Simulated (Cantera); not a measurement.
What does this Cantera script print?

```python
import numpy as np
import cantera as ct

gas = ct.Solution("h2o2.yaml")
gas.TPX = 950, 23000, {'H2': 1.1, 'O2': 1, 'N2': 16}
reactor = ct.IdealGasConstPressureReactor(gas, energy="off", clone=False)
net = ct.ReactorNet([reactor])
net.rtol, net.atol = 1e-08, 1e-18
show = ['H2', 'O2', 'H', 'H2O2', 'H2O', 'OH']
times = np.geomspace(8e-05, 2, 12)

steps = ct.SolutionArray(gas, extra=["t"])
rows = []
print(f"{'t/s':>10s}{'T/K':>9s}{'P/Pa':>11s}" + "".join(f"{s:>11s}" for s in show))
for t in times:
    while net.time < t:
        t_next = net.step()
        steps.append(gas.state, t=t_next)
    rows.append([np.interp(t, steps.t, y) for y in (steps.T, steps.P, *steps(*show).X.T)])
    print(f"{t:10.3e}{rows[-1][0]:9.1f}{rows[-1][1]:11.4g}" + "".join(f"{x:11.3e}" for x in rows[-1][2:]))
rate = np.gradient(steps.T, steps.t)
print("integrator steps:", len(steps.t))
if steps.T.max() > steps.T[0] + 200:
    print(f"time of steepest temperature rise: {steps.t[rate.argmax()]:.4e} s")
gas.TPX = 950, 23000, {'H2': 1.1, 'O2': 1, 'N2': 16}
gas.equilibrate("TP")
print(f"equilibrium (TP): T = {gas.T:.1f} K  " + "  ".join(f"{s} {gas[s].X[0]:.3e}" for s in show))
```

Output:

```
       t/s      T/K       P/Pa         H2         O2          H       H2O2        H2O         OH
 8.000e-05    950.0    2.3e+04  6.077e-02  5.525e-02  1.113e-11  2.566e-15  2.768e-12  4.253e-13
 2.009e-04    950.0    2.3e+04  6.077e-02  5.525e-02  3.944e-11  1.801e-14  2.657e-11  1.750e-12
 5.043e-04    950.0    2.3e+04  6.077e-02  5.525e-02  3.054e-10  1.734e-13  3.970e-10  1.423e-11
 1.266e-03    950.0    2.3e+04  6.077e-02  5.525e-02  2.551e-08  1.136e-11  4.045e-08  1.198e-09
 3.179e-03    950.0    2.3e+04  5.567e-02  5.304e-02  2.013e-03  9.987e-08  4.089e-03  1.223e-04
 7.983e-03    950.0    2.3e+04  1.219e-03  2.619e-02  1.124e-04  6.103e-07  6.131e-02  8.475e-05
 2.004e-02    950.0    2.3e+04  3.601e-04  2.580e-02  5.782e-06  4.019e-07  6.229e-02  1.828e-05
 5.032e-02    950.0    2.3e+04  1.290e-04  2.570e-02  8.301e-07  2.987e-07  6.254e-02  7.689e-06
 1.264e-01    950.0    2.3e+04  3.983e-05  2.566e-02  1.223e-07  1.417e-07  6.263e-02  3.759e-06
 3.173e-01    950.0    2.3e+04  8.707e-06  2.564e-02  1.445e-08  3.334e-08  6.267e-02  2.041e-06
 7.966e-01    950.0    2.3e+04  1.066e-06  2.564e-02  1.039e-09  8.246e-09  6.268e-02  1.126e-06
 2.000e+00    950.0    2.3e+04  6.513e-08  2.564e-02  5.192e-11  2.630e-09  6.268e-02  6.049e-07
integrator steps: 1531
equilibrium (TP): T = 950.0 K  H2 1.497e-11  O2 2.564e-02  H 4.518e-15  H2O2 6.914e-12  H2O 6.268e-02  OH 2.787e-08
```

Detailed kinetics in Cantera: the H2/O2 subset of GRI-Mech 3.0, which has no nitrogen chemistry. The temperature is held fixed by assumption; the heat of reaction is taken as removed at once.
